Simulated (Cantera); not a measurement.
A Cantera script and what it prints.

```python
import numpy as np
import cantera as ct

gas_names = """
    CL CL2 H HCL H2 N NH NH2 NH3 N2 N2H2 N2H4 Si SiCL SiCL2 SiCL3 SiCL4 SiH SiHCL3 SiH2 SiH2CL2 SiH3
    SiH3CL SiH4 SiN Si2 Si2N Si3
""".split()
cond_names = """
    NH4CL(a) NH4CL(b) Si(cr) Si(L) Si3N4(a)
""".split()


# ... load() reads the species with a 1 bar reference pressure and builds the phases ...
atoms = {
    'SiCl4': {'Si': 1, 'CL': 4},
    'HCl': {'H': 1, 'CL': 1},
    'N2': {'N': 2},
}
top_T = {'Si3N4(a)': 2400}  # K; cautious upper limits of use, not melting points


# ... equilibrate(T, P, feed) seeds the gas with the atoms and calls Mixture.equilibrate('TP', solver="vcs", rtol=1e-11, max_steps=5000) ...
results = []
feed = {'SiCl4': 1, 'HCl': 0.023, 'N2': 180}  # mol
T = 1323  # K
P = 101325  # Pa
mix = equilibrate(T, P, feed)
results.append((T, P, feed, dict(zip(mix.species_names, mix.species_moles))))
x = sorted(zip(gas.X, gas.species_names), reverse=True)
print(f"T = {T:g} K  P = {P:g} Pa  gas = {mix.phase_moles(0):.4g} mol")
print("   x: " + "  ".join(f"{s} {v:.3e}" for v, s in x if v > 0.0001))
print("   condensed (mol): " + ("  ".join(f"{mix.phase(i).name} {mix.phase_moles(i):.4g}"
      for i in range(1, mix.n_phases) if mix.phase_moles(i) > 1e-12) or "none"))
```

It prints:

```
T = 1323 K  P = 101325 Pa  gas = 181 mol
   x: N2 9.943e-01  SiCL4 5.511e-03  HCL 1.271e-04
   condensed (mol): none
```

Method: chemical equilibrium by Gibbs-energy minimisation in Cantera with the NASA 1993 tables (ideal gas, pure condensed phases). The tables' values for SiCl3 are old estimates; treat these amounts as uncertain.
